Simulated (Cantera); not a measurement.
An isothermal, constant-pressure homogeneous reactor starts with H2 : O2 : N2 = 0.0075 : 1 : 1.6 (molar parts), at 1300 K and 1200 Pa. Integrator tolerance rtol = 1e-08.

Model: GRI-Mech 3.0 (53 species, 325 reactions), integrated in Cantera. Radical loss at walls, strong at low pressure, is not modelled.

### Question
What does this change do: N2 1.6 to 3.4 parts?

### Answer
```
quantity                                            before                                     after
---------------  -----------------------------------------  ----------------------------------------
x(H2) at 200 s     4.76e-9 (gas-phase equilibrium 3.71e-9)   4.95e-9 (gas-phase equilibrium 2.85e-9)
x(O2) at 200 s         0.383 (gas-phase equilibrium 0.382)       0.226 (gas-phase equilibrium 0.226)
x(H2O) at 200 s    0.00288 (gas-phase equilibrium 0.00288)   0.00170 (gas-phase equilibrium 0.00170)
x(HO2) at 200 s    3.15e-9 (gas-phase equilibrium 3.30e-9)   1.69e-9 (gas-phase equilibrium 1.71e-9)
x(H) at 200 s    8.97e-10 (gas-phase equilibrium 6.19e-10)  1.24e-9 (gas-phase equilibrium 5.43e-10)
x(NO) at 200 s    1.22e-7 (gas-phase equilibrium 0.000474)  1.39e-7 (gas-phase equilibrium 0.000409)
```

### Question
What does this change do: temperature 1300 to 1473 K?

### Answer
```csv
quantity,before,after
x(H2) at 200 s,4.76e-9 (gas-phase equilibrium 3.71e-9),5.57e-8 (gas-phase equilibrium 5.57e-8)
x(O2) at 200 s,0.383 (gas-phase equilibrium 0.382),0.383 (gas-phase equilibrium 0.382)
x(H2O) at 200 s,0.00288 (gas-phase equilibrium 0.00288),0.00286 (gas-phase equilibrium 0.00286)
x(HO2) at 200 s,3.15e-9 (gas-phase equilibrium 3.30e-9),1.40e-8 (gas-phase equilibrium 1.40e-8)
x(H) at 200 s,8.97e-10 (gas-phase equilibrium 6.19e-10),2.75e-8 (gas-phase equilibrium 2.75e-8)
x(NO) at 200 s,1.22e-7 (gas-phase equilibrium 0.000474),1.71e-6 (gas-phase equilibrium 0.00128)
```
